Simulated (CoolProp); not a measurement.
The numbers come from the reference Helmholtz-energy equation of state, Thol 2015 in CoolProp.

### Question
For octamethylcyclotetrasiloxane (D4), give the phase and the speed of sound (m/s), Joule-Thomson coefficient (K/MPa) at 134.05 °C and 1.35 MPa; 211.85 °C and 6 MPa; 206.45 °C and 0.0192 MPa.

### Answer
- 134.05 °C and 1.35 MPa: liquid; speed of sound 595, Joule-Thomson coefficient -0.251
- 211.85 °C and 6 MPa: liquid; speed of sound 474, Joule-Thomson coefficient -0.140
- 206.45 °C and 0.0192 MPa: gas; speed of sound 116, Joule-Thomson coefficient 15.9
